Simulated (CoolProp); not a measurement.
n-hexane along the isotherm 304.15 °C: fugacity coefficient from the reference equation and from simpler models built on Tc = 234.7 °C, pc = 30.44 bar, ω = 0.300; each cubic takes its own stable root.

The numbers come from the reference Helmholtz-energy equation of state, Thol 2019 in CoolProp.

| p (bar) | phase | reference | van der Waals | Redlich-Kwong | Soave-Redlich-Kwong | Peng-Robinson |
|---|---|---|---|---|---|---|
| 16.9 | gas | 0.8802 | 0.8813 | 0.8744 | 0.8850 | 0.8693 |
| 33.8 | supercritical | 0.7684 | 0.7638 | 0.7565 | 0.7781 | 0.7524 |
| 50.7 | supercritical | 0.6651 | 0.6452 | 0.6471 | 0.6810 | 0.6500 |
| 67.6 | supercritical | 0.5775 | 0.5562 | 0.5595 | 0.6012 | 0.5683 |
| 84.6 | supercritical | 0.5134 | 0.5009 | 0.4996 | 0.5434 | 0.5091 |
| 101 | supercritical | 0.4700 | 0.4667 | 0.4601 | 0.5042 | 0.4686 |
| 118 | supercritical | 0.4380 | 0.4437 | 0.4312 | 0.4753 | 0.4382 |
| 135 | supercritical | 0.4148 | 0.4289 | 0.4106 | 0.4546 | 0.4159 |
| 152 | supercritical | 0.3979 | 0.4201 | 0.3958 | 0.4399 | 0.3994 |
